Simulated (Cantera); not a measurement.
Cantera run:

```python
import numpy as np
import cantera as ct

gas_names = """
    Fe H H2 H2S N NH NH2 NH3 N2 N2H2 N2H4 S SH SN S2 S8
""".split()
cond_names = """
    Fe(a) Fe(c) Fe(d) Fe(L) FeS(a) FeS(b) FeS(c) FeS(L) FeS2(s) S(cr1) S(cr2) S(L)
""".split()


# ... load() reads the species with a 1 bar reference pressure and builds the phases ...
atoms = {
    'FeS2': {'Fe': 1, 'S': 2},
    'H2': {'H': 2},
    'N2': {'N': 2},
}
top_T = {'FeS2(s)': 1010}  # K; cautious upper limits of use, not melting points


# ... equilibrate(T, P, feed) seeds the gas with the atoms and calls Mixture.equilibrate('TP', solver="vcs", rtol=1e-11, max_steps=5000) ...
results = []
feed = {'FeS2': 1, 'H2': 13, 'N2': 2.6}  # mol
T = 1000  # K
P = 1700  # Pa
mix = equilibrate(T, P, feed)
results.append((T, P, feed, dict(zip(mix.species_names, mix.species_moles))))
x = sorted(zip(gas.X, gas.species_names), reverse=True)
print(f"T = {T:g} K  P = {P:g} Pa  gas = {mix.phase_moles(0):.4g} mol")
print("   x: " + "  ".join(f"{s} {v:.3e}" for v, s in x if v > 1e-06))
print("   condensed (mol): " + ("  ".join(f"{mix.phase(i).name} {mix.phase_moles(i):.4g}"
      for i in range(1, mix.n_phases) if mix.phase_moles(i) > 1e-12) or "none"))
```

It prints:

```
T = 1000 K  P = 1700 Pa  gas = 15.6 mol
   x: H2 7.693e-01  N2 1.667e-01  H2S 6.405e-02  S2 2.211e-05  SH 3.380e-06  NH3 2.726e-06
   condensed (mol): FeS(c) 1
```

Equilibrium computed with Cantera from the NASA thermochemical tables; the gas is ideal and each condensed phase is pure. FeS: taken at fixed stoichiometry.
